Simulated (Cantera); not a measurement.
Source: NASA polynomial tables (part measured, part estimated), evaluated in Cantera. Values are per mole of reaction as written; species without (g) are pure solids or liquids, kept so even where they would boil at 1 bar.

3 Cl2(g) + 6 Fe(OH)2 ⇌ 4 Fe(OH)3 + 2 FeCl3

```csv
T (K),ΔH° (kJ),ΔS° (J/K),ΔG° (kJ),log10 K
700,-597.6,-350.9,-352.0,26.27
750,…,…,…,…
800,…,…,…,…
850,-588.4,-339.0,-300.3,18.45
900,-585.2,-335.3,-283.4,16.45
950,-581.8,-331.6,-266.8,14.67
1000,…,…,…,…
```

Q: Some entries are withheld; supply them.

A: 
- 750, ΔH° (kJ): -594.7
- 750, ΔS° (J/K): -346.8
- 750, ΔG° (kJ): -334.6
- 750, log10 K: 23.30
- 800, ΔH° (kJ): -591.6
- 800, ΔS° (J/K): -342.9
- 800, ΔG° (kJ): -317.3
- 800, log10 K: 20.72
- 1000, ΔH° (kJ): -578.2
- 1000, ΔS° (J/K): -327.9
- 1000, ΔG° (kJ): -250.3
- 1000, log10 K: 13.07
